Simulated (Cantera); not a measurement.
Adiabatic ignition

An adiabatic, constant-pressure homogeneous reactor starts with 9.17 % C3H8, 19.1 % O2, 71.8 % N2, at 1200 K and 3150 Torr.

Computed with Cantera and GRI-Mech 3.0 (53 species, 325 reactions). GRI-Mech 3.0 was tuned for natural gas; its chemistry of propane as a main component is partial and can be far from experiment.

| t (s) | T (K) | x C3H8 | x O2 | x CH3 | x HCN | x C2H4 | x NO |
|---|---|---|---|---|---|---|---|
| 8.00e-6 | 1200 | 0.0917 | 0.191 | 5.53e-6 | <1e-12 | 6.02e-6 | <1e-12 |
| 2.39e-5 | 1200 | 0.0916 | 0.191 | 1.84e-5 | <1e-12 | 2.91e-5 | <1e-12 |
| 7.13e-5 | 1200 | 0.0915 | 0.191 | 4.54e-5 | <1e-12 | 0.000179 | <1e-12 |
| 0.000213 | 1200 | 0.0908 | 0.190 | 4.98e-5 | <1e-12 | 0.000744 | <1e-12 |
| 0.000635 | 1200 | 0.0888 | 0.189 | 5.22e-5 | <1e-12 | 0.00259 | <1e-12 |
| 0.00190 | 1204 | 0.0803 | 0.185 | 6.69e-5 | <1e-12 | 0.0103 | <1e-12 |
| 0.00566 | 2156 | 2.68e-11 | 2.64e-8 | 0.000177 | 7.34e-5 | 1.64e-5 | 1.54e-5 |
| 0.0169 | 2138 | <1e-12 | 1.49e-8 | 7.34e-6 | 4.43e-5 | 1.60e-7 | 2.81e-5 |
| 0.0504 | 2138 | <1e-12 | 1.49e-8 | 8.12e-10 | 1.48e-5 | <1e-12 | 1.83e-5 |
| 0.150 | 2138 | <1e-12 | 1.49e-8 | 6.68e-10 | 5.68e-6 | <1e-12 | 7.51e-6 |
| 0.449 | 2138 | <1e-12 | 1.49e-8 | 6.47e-10 | 2.39e-6 | <1e-12 | 3.26e-6 |
| 1.34 | 2138 | <1e-12 | 1.49e-8 | 6.45e-10 | 1.75e-6 | <1e-12 | 2.41e-6 |
| 4.00 | 2138 | <1e-12 | 1.49e-8 | 6.45e-10 | 1.74e-6 | <1e-12 | 2.39e-6 |
x: mole fraction; the columns are a selection and need not sum to one.

- time of steepest temperature rise = 3.14 ms
- temperature at 4.00 s = 2138 K
- equilibrium temperature = 2138 K
- x(C3H8) at 4.00 s = <1e-12 (gas-phase equilibrium <1e-12)
- x(O2) at 4.00 s = 1.49e-8 (gas-phase equilibrium 1.49e-8)
- x(CH3) at 4.00 s = 6.45e-10 (gas-phase equilibrium 7.33e-10)
